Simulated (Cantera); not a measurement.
Cantera run, input and output.

```python
import numpy as np
import cantera as ct

gas = ct.Solution("gri30.yaml", transport_model="mixture-averaged")
show = ['H', 'OH', 'O']

rows = []
print(f"{'T/K':>7s}{'rho':>11s}{'cp':>10s}{'mu':>11s}{'lambda':>11s}{'Pr':>7s}" + "".join(f"{'D_' + s:>11s}" for s in show))
for T in [400, 650, 900, 1150, 1400, 1650]:
    gas.TPX = T, 101325, {'CH4': 0.58, 'C2H6': 1, 'CH3OH': 0.59}
    Pr = gas.cp_mass * gas.viscosity / gas.thermal_conductivity
    D = [gas.mix_diff_coeffs_mole[gas.species_index(s)] for s in show]
    rows.append([gas.density, gas.cp_mass, gas.viscosity, gas.thermal_conductivity, Pr, *D])
    print(f"{T:7g}{gas.density:11.4e}{gas.cp_mass:10.1f}{gas.viscosity:11.4e}"
          f"{gas.thermal_conductivity:11.4e}{Pr:7.3f}" + "".join(f"{d:11.4e}" for d in D))
print("SI units: kg/m3, J/kg/K, Pa s, W/m/K, m2/s")
```

It prints:

```
    T/K        rho        cp         mu     lambda     Pr        D_H       D_OH        D_O
    400 8.1824e-01    2041.6 1.3029e-05 3.6753e-02  0.724 1.5551e-04 4.2052e-05 4.2854e-05
    650 5.0353e-01    2896.3 1.9889e-05 7.8347e-02  0.735 3.7193e-04 9.8384e-05 1.0026e-04
    900 3.6366e-01    3522.1 2.5738e-05 1.2323e-01  0.736 6.5430e-04 1.7138e-04 1.7464e-04
   1150 2.8460e-01    4010.4 3.0893e-05 1.6734e-01  0.740 9.9398e-04 2.5901e-04 2.6394e-04
   1400 2.3378e-01    4359.0 3.5553e-05 2.0944e-01  0.740 1.3856e-03 3.6001e-04 3.6686e-04
   1650 1.9836e-01    4615.6 3.9848e-05 2.4916e-01  0.738 1.8254e-03 4.7345e-04 4.8246e-04
SI units: kg/m3, J/kg/K, Pa s, W/m/K, m2/s
```

Detailed kinetics in Cantera: GRI-Mech 3.0 (53 species, 325 reactions). Polar gases are described roughly by these parameters. The composition is frozen, though it would react at the higher temperatures.
